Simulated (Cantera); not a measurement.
A perfectly stirred reactor is fed with H2 : O2 = 0.35 : 1 (molar parts), at 0.0263 atm; it is held at 1450 K, and followed from long to short residence time.

Model: the H2/O2 subset of GRI-Mech 3.0, which has no nitrogen chemistry, integrated in Cantera. Radical loss at walls, strong at low pressure, is not modelled. The temperature is held fixed by assumption; the heat of reaction is taken as removed at once.

### Question
What does this change do: H2 0.35 to 2.8 parts?

### Answer
```json
[
 {"quantity": "x(H2) at τ = 0.410 s", "before": "0.000931", "after": "0.259"},
 {"quantity": "x(O2) at τ = 0.410 s", "before": "0.696", "after": "0.000756"},
 {"quantity": "x(O) at τ = 0.410 s", "before": "0.00407", "after": "0.000484"},
 {"quantity": "x(H2O2) at τ = 0.410 s", "before": "1.98e-7", "after": "7.20e-8"},
 {"quantity": "x(HO2) at τ = 0.410 s", "before": "4.99e-6", "after": "5.82e-8"},
 {"quantity": "x(H2) at τ = 8.90 ms", "before": "0.00926", "after": "0.199"},
 {"quantity": "x(O2) at τ = 8.90 ms", "before": "0.653", "after": "0.0193"},
 {"quantity": "x(O) at τ = 8.90 ms", "before": "0.0433", "after": "0.0137"},
 {"quantity": "x(H2O2) at τ = 8.90 ms", "before": "4.75e-7", "after": "3.16e-7"},
 {"quantity": "x(HO2) at τ = 8.90 ms", "before": "1.22e-5", "after": "1.11e-6"}
]
```

### Question
What does this change do: pressure from 0.0263 atm to 0.0138 atm?

### Answer
```json
[
 {"quantity": "x(H2) at τ = 0.410 s", "before": "0.000931", "after": "0.00201"},
 {"quantity": "x(O2) at τ = 0.410 s", "before": "0.696", "after": "0.690"},
 {"quantity": "x(O) at τ = 0.410 s", "before": "0.00407", "after": "0.00952"},
 {"quantity": "x(H2O2) at τ = 0.410 s", "before": "1.98e-7", "after": "1.56e-7"},
 {"quantity": "x(HO2) at τ = 0.410 s", "before": "4.99e-6", "after": "4.18e-6"},
 {"quantity": "x(H2) at τ = 8.90 ms", "before": "0.00926", "after": "0.0141"},
 {"quantity": "x(O2) at τ = 8.90 ms", "before": "0.653", "after": "0.619"},
 {"quantity": "x(O) at τ = 8.90 ms", "before": "0.0433", "after": "0.0729"},
 {"quantity": "x(H2O2) at τ = 8.90 ms", "before": "4.75e-7", "after": "2.56e-7"},
 {"quantity": "x(HO2) at τ = 8.90 ms", "before": "1.22e-5", "after": "6.25e-6"}
]
```
